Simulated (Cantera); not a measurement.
**HgO + N2 (iron carbonyl, mercury and lead vapours)**

A closed system holds: 1 mol HgO, 17 mol N2, held at 1.00 bar.

Cantera equilibrium calculation (NASA polynomials, part measured and part estimated; ideal gas, pure solids and liquids). Candidate condensed phases: Hg, HgO; 10 gas species. The numbers say what is thermodynamically allowed, not how fast it happens.

| T (°C) | log p N2 | log p Hg | log p O2 | log p NO | log p NO2 | log p O | log p N2O | n HgO(s) |
|---|---|---|---|---|---|---|---|---|
| 300 | -0.01 | -2.00 | -2.30 | -8.82 | -8.64 | <-12 | <-12 | 0.827 |
| 400 | -0.04 | -1.27 | -1.57 | -7.24 | -7.47 | <-12 | -11.05 | 0 |
| 500 | -0.04 | -1.27 | -1.57 | -6.32 | -7.14 | <-12 | -10.23 | 0 |
| 600 | -0.04 | -1.27 | -1.57 | -5.61 | -6.88 | <-12 | -9.60 | 0 |
| 700 | -0.04 | -1.27 | -1.57 | -5.05 | -6.68 | -10.95 | -9.09 | 0 |
| 800 | -0.04 | -1.27 | -1.57 | -4.59 | -6.51 | -9.69 | -8.67 | 0 |
| 900 | -0.04 | -1.27 | -1.57 | -4.21 | -6.37 | -8.64 | -8.33 | 0 |
| 1000 | -0.04 | -1.27 | -1.57 | -3.89 | -6.25 | -7.75 | -8.03 | 0 |
| 1100 | -0.04 | -1.27 | -1.57 | -3.62 | -6.15 | -7.00 | -7.78 | 0 |
| 1200 | -0.04 | -1.27 | -1.57 | -3.38 | -6.06 | -6.34 | -7.56 | 0 |
log p: log10 of the partial pressure in bar; n: condensed amount in mol.

At 300 °C the condensed part is HgO(s). From 400 °C to 1200 °C nothing is condensed. The main Hg-bearing gas is Hg throughout.
